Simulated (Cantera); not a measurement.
An isothermal, constant-pressure homogeneous reactor starts with H2 : O2 : N2 = 1.9 : 1 : 5.9 (molar parts), equivalence ratio 0.95, at 825 K and 14000 Pa.

Computed with Cantera and the H2/O2 subset of GRI-Mech 3.0, which has no nitrogen chemistry. Radical loss at walls, strong at low pressure, is not modelled. Below about 950 K walls govern HO2 and H2O2 in real vessels. The temperature is held fixed by assumption; the heat of reaction is taken as removed at once.

x: mole fraction; the columns are a selection and need not sum to one.

```json
[
 {"t (s)": "5.00e-5", "x H2": "0.216", "x O2": "0.114", "x OH": "<1e-12", "x HO2": "<1e-12", "x H2O2": "<1e-12", "x O": "<1e-12"},
 {"t (s)": "0.000251", "x H2": "0.216", "x O2": "0.114", "x OH": "<1e-12", "x HO2": "2.58e-12", "x H2O2": "<1e-12", "x O": "<1e-12"},
 {"t (s)": "0.00126", "x H2": "0.216", "x O2": "0.114", "x OH": "<1e-12", "x HO2": "3.35e-11", "x H2O2": "<1e-12", "x O": "1.05e-12"},
 {"t (s)": "0.00630", "x H2": "0.216", "x O2": "0.114", "x OH": "2.51e-11", "x HO2": "6.46e-9", "x H2O2": "1.25e-11", "x O": "1.31e-10"},
 {"t (s)": "0.0316", "x H2": "0.0615", "x O2": "0.0369", "x OH": "6.22e-6", "x HO2": "1.50e-5", "x H2O2": "5.98e-7", "x O": "9.23e-6"},
 {"t (s)": "0.158", "x H2": "0.0594", "x O2": "0.0359", "x OH": "2.57e-10", "x HO2": "3.40e-6", "x H2O2": "1.02e-5", "x O": "5.82e-10"},
 {"t (s)": "0.794", "x H2": "0.0594", "x O2": "0.0358", "x OH": "2.79e-10", "x HO2": "2.42e-6", "x H2O2": "1.36e-5", "x O": "6.44e-10"},
 {"t (s)": "3.98", "x H2": "0.0592", "x O2": "0.0358", "x OH": "8.07e-10", "x HO2": "3.76e-6", "x H2O2": "3.48e-5", "x O": "1.66e-9"},
 {"t (s)": "19.9", "x H2": "0.0559", "x O2": "0.0341", "x OH": "3.32e-9", "x HO2": "…", "x H2O2": "…", "x O": "…"},
 {"t (s)": "100", "x H2": "0.0389", "x O2": "0.0256", "x OH": "3.18e-9", "x HO2": "4.95e-6", "x H2O2": "7.33e-5", "x O": "4.88e-9"}
]
```

Task: Complete the blanks.

Result: 
- 19.9, x HO2: 6.13e-6
- 19.9, x H2O2: 0.000106
- 19.9, x O: 5.54e-9
